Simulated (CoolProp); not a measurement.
The numbers come from the reference Helmholtz-energy equation of state, Lemmon 2004 in CoolProp. It is a short technical equation, of lower accuracy than the large ones.

Give the vapour pressure (MPa), enthalpy of vaporisation (kJ/kg), liquid cp (kJ/(kg K)), surface tension (mN/m) of saturated n-dodecane at 200.05, 250.55 °C.


```csv
T (°C),p (MPa),enthalpy of vaporisation (kJ/kg),liquid cp (kJ/(kg K)),surface tension (mN/m)
200.05,0.0677,266,2.90,10.9
250.55,0.215,233,3.11,7.50
```

Surface tension comes from a separate correlation (Mulero 2012).
